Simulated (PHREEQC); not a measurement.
**Ultrapure water in contact with air or piping: speciation**

A made-up water analysis in mg/kgw, 25 °C, pH 6.43, pe 0.7:

```
constituent         mg/kgw
------------------  ------
Na                  0.0457
K                    0.048
Ca                   0.378
Mg                   0.285
Cl                   0.296
S(6) as SO4          0.276
Alkalinity as HCO3    1.79
Sr                  0.0213
```

Valence states are taken as typed.

The numbers come from PHREEQC with the ion-association model, phreeqc.dat.

This is a speciation only: nothing precipitates in the calculation.

Problem. What charge-balance error does the model give?

Solution. charge-balance error 2.9 %.

Problem. In which forms is C present?

Solution. HCO3- 55 %, CO2 45 % of the C.
